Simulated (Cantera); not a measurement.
An isothermal, constant-pressure homogeneous reactor starts with C₂H₆ : N₂ = 1 : 30 (molar parts), at 1525 K and 1.00 bar.

Computed with Cantera and GRI-Mech 3.0 (53 species, 325 reactions). GRI-Mech 3.0 stops at C3 and has no aromatics, soot or wall deposition, so with more carbon than oxygen in the feed, carbon stays in small species such as C2H2 where larger ones or solid carbon would form.

Predict: x(C₂H₆) at 3.00 s; x(H₂) at 3.00 s; x(CH₃) at 3.00 s; x(C₂H) at 3.00 s; x(H) at 3.00 s; x(CH₄) at 3.00 s.


| Item | Result |
|---|---|
| x(C₂H₆) at 3.00 s | 5.69e-7 (gas-phase equilibrium 4.55e-8) |
| x(H₂) at 3.00 s | 0.0552 (gas-phase equilibrium 0.0593) |
| x(CH₃) at 3.00 s | 6.89e-6 (gas-phase equilibrium 1.68e-6) |
| x(C₂H) at 3.00 s | 5.96e-9 (gas-phase equilibrium 1.76e-9) |
| x(H) at 3.00 s | 5.31e-6 (gas-phase equilibrium 5.80e-6) |
| x(CH₄) at 3.00 s | 0.00354 (gas-phase equilibrium 0.000850) |
